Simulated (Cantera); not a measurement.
Dilute partial oxidation

An isothermal, constant-pressure homogeneous reactor starts with CH2O : O2 : N2 = 0.017 : 0.021 : 1 (molar parts), equivalence ratio 0.81, at 1250 K and 860000 Pa.

Model: GRI-Mech 3.0 (53 species, 325 reactions), integrated in Cantera.

```
t (s)       x CH2O     x O2     x CO2      x NO      x H2
--------  --------  -------  --------  --------  --------
2.00e-5     0.0163   0.0202   3.39e-9    <1e-12   1.74e-5
5.79e-5     0.0153   0.0196   1.73e-6    <1e-12  0.000413
0.000168   0.00131   0.0147  0.000444  5.02e-11   0.00522
0.000485  4.03e-10   0.0101   0.00422   5.14e-8  0.000622
0.00140   1.07e-10  0.00856   0.00699   6.12e-8  0.000165
0.00406   3.91e-11  0.00665    0.0108   7.78e-8   8.88e-5
0.0118    4.76e-12  0.00483    0.0144   9.93e-8   4.10e-5
0.0340      <1e-12  0.00404    0.0160   1.02e-7   9.83e-6
0.0985      <1e-12  0.00387    0.0163   1.08e-7   9.78e-7
0.285       <1e-12  0.00385    0.0164   1.36e-7   1.56e-8
0.825       <1e-12  0.00385    0.0164   1.38e-7   3.39e-9
2.39        <1e-12  0.00385    0.0164   1.38e-7   3.12e-9
6.91        <1e-12  0.00385    0.0164   1.38e-7   3.12e-9
20.0        <1e-12  0.00385    0.0164   1.38e-7   3.12e-9
```
x: mole fraction; the columns are a selection and need not sum to one.

Equilibrium at this temperature and pressure: CH2O <1e-12, O2 0.00383, CO2 0.0164, NO 4.24e-5, H2 3.13e-9 (gas phase only).
